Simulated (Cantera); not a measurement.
Standard-state values (1 bar) from the NASA 1993 polynomials, evaluated with Cantera. Values are per mole of reaction as written; species without (g) are pure solids or liquids, kept so even where they would boil at 1 bar.

a) 2 K + Cl2(g) ⇌ 2 KCl(g)
b) 0.6667 Al + Cl2(g) ⇌ 0.3333 Al2Cl6(g)
c) 0.6667 Ti + Cl2(g) ⇌ 0.6667 TiCl3(g)
d) Mg + Cl2(g) ⇌ MgCl2(g)
e) 0.6667 B + Cl2(g) ⇌ 0.6667 BCl3(g)

Problem. Order these by ΔG° at 875 K, most negative first.

Solution. a (-524 kJ), d (-410 kJ), b (-360 kJ), c (-331 kJ), e (-239 kJ)
